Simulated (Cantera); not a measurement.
A closed system holds: 1 mol SiHCl3, 0.25 mol C3H8, 170 mol H2, held at 195 Torr.

Method: chemical equilibrium by Gibbs-energy minimisation in Cantera with the NASA 1993 tables (ideal gas, pure condensed phases). Candidate condensed phases: C, C6H6, C7H8, C8H18, Si, SiC; 109 gas species. Mutual solubility and eutectic melting of coexisting phases are not modelled. The tables' values for SiCl, SiCl3 are old estimates; treat these amounts as uncertain. Gases not in the tables: Si2H6 and higher silanes. Rates play no part.

x: gas mole fraction; n: condensed amount in mol.

```tsv
T (K)	x H2	x HCl	x H	x Si	x SiCl2	x SiH	x SiH2	n Si(s)	n SiC(s)	n Si(l)
1475	0.983	0.0157	2.52e-5	2.21e-8	0.000785	___	1.06e-6	0.108	0.749	0
1550	0.983	0.0156	6.13e-5	1.28e-7	0.000827	___	2.75e-6	0.103	0.749	0
1625	0.983	0.0156	0.000137	6.27e-7	0.000864	___	6.50e-6	0.0972	0.749	0
1700	0.983	0.0155	0.000287	2.61e-6	0.000880	___	1.40e-5	0	0.749	0.0928
1775	0.983	0.0157	0.000563	8.44e-6	0.000803	___	2.46e-5	0	0.749	0.103
1850	0.982	0.0158	0.00105	2.48e-5	0.000736	___	4.14e-5	0	0.749	0.107
1925	0.981	0.0159	0.00186	6.69e-5	0.000677	___	6.69e-5	0	0.749	0.101
2000	0.980	0.0160	0.00316	0.000167	0.000624	___	0.000104	0	0.747	0.0776
2075	0.977	0.0160	0.00516	0.000392	0.000576	___	0.000157	0	0.744	0.0218
2150	0.974	0.0163	0.00816	0.000640	0.000409	___	0.000169	0	0.732	0
2225	0.969	0.0164	0.0125	0.000934	0.000272	___	0.000168	0	0.685	0
```

Problem. Complete the blanks.

Solution. 
- 1475, x SiH: 3.99e-8
- 1550, x SiH: 1.70e-7
- 1625, x SiH: 6.31e-7
- 1700, x SiH: 2.04e-6
- 1775, x SiH: 5.24e-6
- 1850, x SiH: 1.24e-5
- 1925, x SiH: 2.75e-5
- 2000, x SiH: 5.73e-5
- 2075, x SiH: 0.000113
- 2150, x SiH: 0.000158
- 2225, x SiH: 0.000198
